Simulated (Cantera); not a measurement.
## Hydrocarbon pyrolysis for carbon deposition

A perfectly stirred reactor is fed with CH₄ : N₂ = 1 : 13 (molar parts), at 750 Torr; it is held at 1675 K, and followed from long to short residence time.

Detailed kinetics in Cantera: GRI-Mech 3.0 (53 species, 325 reactions). GRI-Mech 3.0 stops at C3 and has no aromatics, soot or wall deposition, so with more carbon than oxygen in the feed, carbon stays in small species such as C2H2 where larger ones or solid carbon would form.

```csv
τ (s),x CH₄,x C₂H₆,x C₂H₄,x HCN,x H,x C₂H
0.88,0.00972,3.90e-6,0.000181,1.29e-6,3.08e-5,5.05e-8
0.45,0.0134,7.35e-6,0.000197,8.70e-7,2.87e-5,4.71e-8
0.23,0.0182,1.37e-5,0.000236,5.71e-7,2.62e-5,4.28e-8
0.12,0.0241,2.43e-5,0.000316,3.65e-7,2.32e-5,3.79e-8
0.060,0.0316,4.31e-5,0.000475,2.15e-7,1.98e-5,3.19e-8
0.031,0.0393,7.10e-5,0.000726,1.22e-7,1.63e-5,2.58e-8
0.016,0.0471,0.000110,0.00108,6.38e-8,1.28e-5,1.95e-8
0.0081,0.0544,0.000160,0.00146,2.95e-8,9.34e-6,1.31e-8
0.0041,0.0606,0.000206,0.00164,1.15e-8,6.20e-6,7.27e-9
0.0021,0.0654,0.000217,0.00134,3.40e-9,3.58e-6,2.99e-9
0.0011,0.0687,0.000169,0.000710,7.25e-10,1.78e-6,8.52e-10
```
x: mole fraction; the columns are a selection and need not sum to one.
